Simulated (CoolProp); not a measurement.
Vapour-liquid equilibrium of CF4 (R14) (1) + R13 (2) at 156.2 K; x and y are mole fractions of (1).

Model: multi-fluid Helmholtz-energy mixture model, Platzer 1990 and Platzer 1990; pair parameters Bell 2016, in CoolProp. This equation is an older, rougher fit; its heat capacities, sound speeds and derivatives of the liquid may be far off and weren't checked against measurements.

### Question
Give the bubble pressure and the first vapour's composition at x = 0.55, 0.65, 0.75. Is there an azeotrope?

### Answer
x = 0.55: 1.298 bar, y = 0.960; x = 0.65: 1.461 bar, y = 0.970; x = 0.75: 1.625 bar, y = 0.979. No azeotrope shows between x = 0.05 and 0.95.

Pair parameters are fitted to limited data, so mixtures are less certain than the pure fluids.
